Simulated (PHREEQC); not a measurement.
A solution holds 1 mol KH2PO4, 0.13 mol KOH and 0.071 mol NaCl per kg of water, at 25 °C. Closed to the air; pH follows from the charge balance.

Computed with PHREEQC (ion-association model, phreeqc.dat).

**Question.** The ionic strength comes out as 1.27 mol/kgw. What activity coefficients do Cl-, K+, KHPO4-, H+, H2PO4- get?

**Answer.** Cl- 0.60, K+ 0.59, KHPO4- 0.64, H+ 0.74, H2PO4- 0.64.

Precipitation was switched off in this run. Caution: at this ionic strength the ion-association model is outside its range; a Pitzer model would be the better tool where its parameters exist.
